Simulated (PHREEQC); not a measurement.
A solution holds 0.007 mol/kgw NaAlO2, 0.0011 mol/kgw NaCl and 0.00011 mol/kgw Ca(HCO3)2, at 80 °C. Closed to the air; pH follows from the charge balance.

Computed with PHREEQC (ion-association model, phreeqc.dat).

Precipitation was switched off in this run.

### Question
What pH, ionic strength does the model give?

### Answer
pH 7.78; ionic strength 0.00843 mol/kgw.

### Question
In which forms is C present?

### Answer
HCO3- 95 %, CO2 3.1 %, NaCO3- 0.6 %, CO3-2 0.6 % of the C.

Examples of supersaturated solids here: Al(OH)3(a), Gibbsite (slow to form). Others may be too. Away from 25 °C the constants follow the database's enthalpies or fits; those with neither stay at their 25 °C values.
